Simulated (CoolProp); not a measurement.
Vapour-liquid equilibrium of CF4 (R14) (1) + R13 (2) at 192.2 K; x and y are mole fractions of (1).

Computed with CoolProp (multi-fluid Helmholtz-energy mixture model, Platzer 1990 and Platzer 1990; pair parameters Bell 2016). This equation is an older, rougher fit; its heat capacities, sound speeds and derivatives of the liquid may be far off and weren't checked against measurements.

```csv
x,bubble pressure (bar),y at the bubble point,dew pressure at overall composition x (bar),liquid density (mol/L)
0.05,1.713,0.409,1.091,14.59
0.2,3.538,0.740,1.288,14.74
0.35,5.128,0.840,1.567,14.87
0.5,6.572,0.893,2.000,14.97
0.65,7.965,0.929,2.753,15.02
0.8,9.407,0.960,4.359,15.02
0.95,11.02,0.990,8.911,14.92
```

No azeotrope shows between x = 0.05 and 0.95.

Pair parameters are fitted to limited data, so mixtures are less certain than the pure fluids. The gap from Raoult's law changes sign with composition, which may be real or a fault of the pair parameters; it wasn't checked against measurements.
